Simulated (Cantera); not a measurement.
Thermodynamics of boron, boron nitride and boron oxide, feed BF3 + H2

Charge: 1 mol BF3, 1.3 mol H2, held at 75.0 Torr.

These are equilibrium values from Cantera (NASA tables, ideal gas, pure condensed phases), not measurements of a reactor. Candidate condensed phases: B; 20 gas species. The tables' values for BF2 are old estimates; treat these amounts as uncertain. Kinetics and transport are ignored.

| T (°C) | x H2 | x BF3 | x HF | x BHF2 | x BF2 |
|---|---|---|---|---|---|
| 477 | 0.565 | 0.435 | 9.55e-5 | 9.55e-5 | 2.08e-10 |
| 552 | 0.565 | 0.435 | 0.000238 | 0.000238 | 4.44e-9 |
| 627 | 0.565 | 0.434 | 0.000508 | 0.000508 | 5.68e-8 |
| 702 | 0.564 | 0.434 | 0.000961 | 0.000961 | 4.89e-7 |
| 777 | 0.564 | 0.433 | 0.00166 | 0.00166 | 3.09e-6 |
| 852 | 0.563 | 0.432 | 0.00266 | 0.00264 | 1.52e-5 |
| 927 | 0.561 | 0.431 | 0.00402 | 0.00396 | 6.09e-5 |
| 1002 | 0.559 | 0.429 | 0.00581 | 0.00560 | 0.000206 |
| 1077 | 0.557 | 0.427 | 0.00814 | 0.00753 | 0.000598 |
| 1152 | 0.554 | 0.423 | 0.0112 | 0.00961 | 0.00152 |
| 1227 | 0.551 | 0.419 | 0.0152 | 0.0116 | 0.00342 |
x: gas mole fraction; nothing condenses.

From 477 °C to 1227 °C nothing is condensed. The main B-bearing gas is BF3 throughout.
